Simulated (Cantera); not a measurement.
A freely propagating, adiabatic, planar premixed flame of CH4 : O2 : N2 = 1 : 2.06 : 7.75 (molar parts), unburnt at 600 K and 203 Torr; mixture-averaged transport, grid criteria slope 0.08 and curve 0.16, no radiation.

Model: GRI-Mech 3.0 (53 species, 325 reactions), integrated in Cantera. Burning velocities carry a grid error of a few per cent, more on coarse grids.

Q: What does this change do: inlet temperature 600 to 698 K?

A: 
| quantity | before | after |
|---|---|---|
| laminar burning velocity | 169 cm/s | 226 cm/s |
| thermal thickness | 1.03 mm | 0.970 mm |
| peak x(CH3) | 0.00345 | 0.00391 |
| peak x(HCO) | 9.50e-5 | 0.000109 |
| peak x(HO2) | 0.000168 | 0.000184 |

Q: What does this change do: inlet temperature 600 to 525 K?

A: 
| quantity | before | after |
|---|---|---|
| laminar burning velocity | 169 cm/s | 133 cm/s |
| thermal thickness | 1.03 mm | 1.08 mm |
| peak x(CH3) | 0.00345 | 0.00312 |
| peak x(HCO) | 9.50e-5 | 8.54e-5 |
| peak x(HO2) | 0.000168 | 0.000157 |
